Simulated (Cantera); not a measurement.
Mixture: 4.42 % CH₄, 20.1 % O₂, 75.5 % N₂, at 1500000 Pa, adiabatic and at constant pressure. Ignition delay is the time to a rise of 400 K.

Model: GRI-Mech 3.0 (53 species, 325 reactions), integrated in Cantera. The pressure lies above the range GRI-Mech 3.0 was tuned for (to about 10 atm).

Question: Predict: delay at 1300 K; delay at 1375 K; delay at 1450 K; delay at 1525 K; delay at 1600 K; delay at 1675 K; delay at 1750 K; apparent activation energy between 1600 and 1750 K.

Answer: 
- delay at 1300 K = 0.710 ms
- delay at 1375 K = 0.324 ms
- delay at 1450 K = 0.158 ms
- delay at 1525 K = 81.3 µs
- delay at 1600 K = 44.1 µs
- delay at 1675 K = 25.1 µs
- delay at 1750 K = 15.0 µs
- apparent activation energy between 1600 and 1750 K = 170 kJ/mol
